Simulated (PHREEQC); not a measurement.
Solution (25 °C): 0.94 mol NaBr, 1.6 mol SrCl2 and 0.25 mol NaCl per kg of water. Closed to the air; pH follows from the charge balance.

Computed with PHREEQC (Pitzer model, pitzer.dat).

No solid was allowed to form.

Problem. What activity of water does the model give?

Solution. activity of water 0.842.
